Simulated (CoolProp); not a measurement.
Saturation properties of R236EA (Tc = 412.4 K, pc = 3.414 MPa, ω = 0.368).

Computed with CoolProp (reference Helmholtz-energy equation of state, Rui 2013).

```
T (K)  p (MPa)  liquid density (kg/m³)  vapour Z  surface tension (mN/m)  vapour viscosity (µPa s)
-----  -------  ----------------------  --------  ----------------------  ------------------------
262.5  0.04839                    1534    0.9740                    16.9                      9.57
266.6  0.05855                     [?]    0.9702                    16.3                      9.72
270.6  0.07005                    1510    0.9661                    15.8                      9.86
274.7  0.08362                    1498    0.9616                    15.2                      10.0
278.8      [?]                    1486    0.9566                    14.6                      10.2
282.9      [?]                     [?]    0.9513                    14.1                      10.3
287     0.1371                    1461    0.9455                     [?]                      10.4
291.1   0.1599                    1449    0.9393                    12.9                      10.6
295.2   0.1856                    1436    0.9327                    12.4                      10.7
```

Fill in the missing entries.


- 266.6, liquid density (kg/m³): 1522
- 278.8, p (MPa): 0.09919
- 282.9, p (MPa): 0.1170
- 282.9, liquid density (kg/m³): 1474
- 287, surface tension (mN/m): 13.5

It boils at 279.3 K under 1 atm.

Viscosity comes from a separate model (Huber 2003), an estimate that may be off by 10 % or more. Surface tension comes from a separate correlation (Mulero 2012).
